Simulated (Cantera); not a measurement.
Cantera run:

```python
import numpy as np
import cantera as ct

gas_names = """
    CL CL2 H HCL H2 N NH NH2 NH3 N2 N2H2 N2H4 Si SiCL SiCL2 SiCL3 SiCL4 SiH SiHCL3 SiH2 SiH2CL2 SiH3
    SiH3CL SiH4 SiN Si2 Si2N Si3
""".split()
cond_names = """
    NH4CL(a) NH4CL(b) Si(cr) Si(L) Si3N4(a)
""".split()


# ... load() reads the species with a 1 bar reference pressure and builds the phases ...
atoms = {
    'Si2Cl6': {'Si': 2, 'CL': 6},
    'NH3': {'N': 1, 'H': 3},
    'N2': {'N': 2},
}
top_T = {'Si3N4(a)': 2400}  # K; cautious upper limits of use, not melting points


# ... equilibrate(T, P, feed) seeds the gas with the atoms and calls Mixture.equilibrate('TP', solver="vcs", rtol=1e-11, max_steps=5000) ...
results = []
feed = {'Si2Cl6': 1, 'NH3': 1, 'N2': 15}  # mol
T = 1050  # K
P = 61000  # Pa
mix = equilibrate(T, P, feed)
results.append((T, P, feed, dict(zip(mix.species_names, mix.species_moles))))
x = sorted(zip(gas.X, gas.species_names), reverse=True)
print(f"T = {T:g} K  P = {P:g} Pa  gas = {mix.phase_moles(0):.4g} mol")
print("   x: " + "  ".join(f"{s} {v:.3e}" for v, s in x if v > 1e-05))
print("   condensed (mol): " + ("  ".join(f"{mix.phase(i).name} {mix.phase_moles(i):.4g}"
      for i in range(1, mix.n_phases) if mix.phase_moles(i) > 1e-12) or "none"))
```

It prints:

```
T = 1050 K  P = 61000 Pa  gas = 18.34 mol
   x: N2 8.086e-01  HCL 1.111e-01  SiCL4 5.391e-02  H2 2.620e-02  SiHCL3 1.320e-04  SiCL3 3.349e-05
   condensed (mol): Si3N4(a) 0.3361
```

Cantera equilibrium calculation (NASA polynomials, part measured and part estimated; ideal gas, pure solids and liquids). The feed counts by its element totals alone. The tables' values for SiCl3 are old estimates; treat these amounts as uncertain.
